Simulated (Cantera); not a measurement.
**Pb + H2 + N2 + CO (iron carbonyl, mercury and lead vapours)**

Charge: 1 mol Pb, 0.12 mol H2, 2.9 mol N2, 0.073 mol CO, held at 1330 Pa.

Equilibrium computed with Cantera from the NASA thermochemical tables; the gas is ideal and each condensed phase is pure. Candidate condensed phases: C, C6H6, C7H8, C8H18, H2O, Pb, PbO, PbO2, Pb3O4; 139 gas species. Equilibrium is a limit: real reactors are often held back by kinetics, nucleation or transport.

From 427 °C to 727 °C the condensed part is C(graphite) + Pb(l). From 802 °C to 1027 °C the condensed part is Pb(l). From 1102 °C to 1177 °C nothing is condensed. The main Pb-bearing gas is Pb throughout.

```
T (°C)  log p N2  log p Pb  log p H2  log p CO  log p CO2  log p H2O  n C(graphite)  n Pb(l)
------  --------  --------  --------  --------  ---------  ---------  -------------  -------
427        -1.90     -8.95     -3.31     -3.86      -4.12      -4.54         0.0236     1.00
502        -1.90     -7.60     -3.29     -3.56      -4.77      -5.20        0.00532    1.000
577        -1.90     -6.50     -3.29     -3.51      -5.69      -5.95       0.000701    1.000
652        -1.90     -5.57     -3.29     -3.50      -6.53      -6.62       0.000110    0.999
727        -1.90     -4.79     -3.29     -3.50      -7.25      -7.19        1.89e-5    0.996
802        -1.91     -4.12     -3.29     -3.50      -7.78      -7.60              0    0.982
877        -1.91     -3.54     -3.30     -3.51      -7.93      -7.64              0    0.931
952        -1.93     -3.03     -3.32     -3.53      -8.05      -7.67              0    0.767
1027       -2.00     -2.58     -3.38     -3.60      -8.22      -7.76              0    0.242
1102       -2.02     -2.49     -3.41     -3.62      -8.32      -7.79              0        0
1177       -2.02     -2.49     -3.41     -3.62      -8.38      -7.79              0        0
```
log p: log10 of the partial pressure in bar; n: condensed amount in mol.
